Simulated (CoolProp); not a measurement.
The fluid at 406.31 K and 3.26 MPa flows at 0.22 m/s in a round tube of 10 mm bore and 1.5 µm roughness, fully developed (64/Re and Nu = 3.66 if laminar; Colebrook and Gnielinski if turbulent). The same conditions are run with several fluids, on thermodynamics alone (safety and materials aside).

Computed with CoolProp (reference Helmholtz-energy equation of state of each fluid (R22: Kamei 1995; CF4 (R14): Platzer 1990; R13: Platzer 1990; CH2F2 (R32): Tillner-Roth 1997; propylene: Lemmon 2013)). The equations of Platzer and Polt are older, rougher fits.

```csv
fluid,Reynolds number,Darcy friction factor,pressure drop (Pa/m),heat-transfer coefficient (W/(m² K)),mass flow (kg/h)
R22,11600,0.0299,7.38,78.6,?
CF4 (R14),8170,0.0328,6.92,?,5.42
R13,12100,?,8.04,80.2,6.98
CH2F2 (R32),6940,0.0343,4.82,?,?
propylene,8220,0.0328,3.98,98.7,3.13
```

**Question.** Complete the blanks.

**Answer.** 
- R22, mass flow (kg/h): 6.34
- CF4 (R14), heat-transfer coefficient (W/(m² K)): 67.6
- R13, Darcy friction factor: 0.0296
- CH2F2 (R32), heat-transfer coefficient (W/(m² K)): 64.7
- CH2F2 (R32), mass flow (kg/h): 3.61

Transport values come from each fluid's own correlations; those of R22, CF4 (R14), R13, CH2F2 (R32), propylene are estimates that may be off by 10 % or more.
